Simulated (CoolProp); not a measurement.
Vapour-liquid equilibrium of R22 (1) + methanol (2) at 0.185 MPa; x and y are mole fractions of (1).

Model: multi-fluid Helmholtz-energy mixture model, Kamei 1995 and de Reuck 1993; pair parameters Bell 2016, in CoolProp.

```json
[
 {"x": "0.05", "bubble temperature, mixture model (K)": "320.3", "bubble temperature, Raoult's law (K)": "330.2", "y, mixture model": "…", "y, Raoult's law": "0.615"},
 {"x": "0.15", "bubble temperature, mixture model (K)": "287.0", "bubble temperature, Raoult's law (K)": "300.9", "y, mixture model": "0.954", "y, Raoult's law": "0.910"},
 {"x": "0.25", "bubble temperature, mixture model (K)": "273.2", "bubble temperature, Raoult's law (K)": "284.8", "y, mixture model": "…", "y, Raoult's law": "0.967"},
 {"x": "0.35", "bubble temperature, mixture model (K)": "265.5", "bubble temperature, Raoult's law (K)": "274.5", "y, mixture model": "0.989", "y, Raoult's law": "0.984"},
 {"x": "0.45", "bubble temperature, mixture model (K)": "260.5", "bubble temperature, Raoult's law (K)": "267.2", "y, mixture model": "0.993", "y, Raoult's law": "0.992"},
 {"x": "0.55", "bubble temperature, mixture model (K)": "257.0", "bubble temperature, Raoult's law (K)": "261.5", "y, mixture model": "0.995", "y, Raoult's law": "0.995"},
 {"x": "0.65", "bubble temperature, mixture model (K)": "…", "bubble temperature, Raoult's law (K)": "257.0", "y, mixture model": "0.997", "y, Raoult's law": "0.997"},
 {"x": "0.75", "bubble temperature, mixture model (K)": "…", "bubble temperature, Raoult's law (K)": "253.3", "y, mixture model": "0.998", "y, Raoult's law": "0.999"},
 {"x": "0.85", "bubble temperature, mixture model (K)": "…", "bubble temperature, Raoult's law (K)": "250.1", "y, mixture model": "0.998", "y, Raoult's law": "0.999"},
 {"x": "0.95", "bubble temperature, mixture model (K)": "247.3", "bubble temperature, Raoult's law (K)": "247.3", "y, mixture model": "0.999", "y, Raoult's law": "1.000"}
]
```

Problem. Fill in the missing entries.

Solution. 
- 0.05, y, mixture model: 0.739
- 0.25, y, mixture model: 0.981
- 0.65, bubble temperature, mixture model (K): 254.2
- 0.75, bubble temperature, mixture model (K): 251.8
- 0.85, bubble temperature, mixture model (K): 249.6

The largest gap from Raoult's law is -13.9 K in bubble temperature, at x = 0.15. No azeotrope shows between x = 0.05 and 0.95.

The pair parameters rest on a limited set of measurements; away from them the model extrapolates. With so large a gap from Raoult's law the liquid may split in two, which this calculation doesn't test in full.
